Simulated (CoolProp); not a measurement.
A single-stage vapour-compression cycle with sulfur dioxide: evaporating at 299.15 K (dew point), condensing at 359.15 K (bubble point), superheat 8 K, subcooling 2 K, compressor efficiency 0.9, no pressure losses. Each further row changes one setting.

The numbers come from the reference Helmholtz-energy equation of state, Gao 2016 in CoolProp.

```
case                              cooling COP  pressure ratio  discharge temperature (K)  refrigerating effect (kJ/kg)  volumetric capacity (kJ/m³)
--------------------------------  -----------  --------------  -------------------------  ----------------------------  ---------------------------
as stated                                3.50            5.08                      439.0                           276                         3000
evaporating temperature 304.15 K         3.96      (withheld)                      430.9                    (withheld)                         3520
condensing temperature 354.15 K    (withheld)            4.54                 (withheld)                           284                         3080
subcooling 7 K                           3.60            5.08                      439.0                           284                         3080
superheat 18 K                     (withheld)            5.08                 (withheld)                           283                   (withheld)
compressor efficiency 0.8          (withheld)            5.08                      451.3                           276                         3000
```

Task: Complete the blanks.

Result: 
- evaporating temperature 304.15 K, pressure ratio: 4.32
- evaporating temperature 304.15 K, refrigerating effect (kJ/kg): 278
- condensing temperature 354.15 K, cooling COP: 3.91
- condensing temperature 354.15 K, discharge temperature (K): 428.6
- superheat 18 K, cooling COP: 3.46
- superheat 18 K, discharge temperature (K): 452.0
- superheat 18 K, volumetric capacity (kJ/m³): 2960
- compressor efficiency 0.8, cooling COP: 3.11
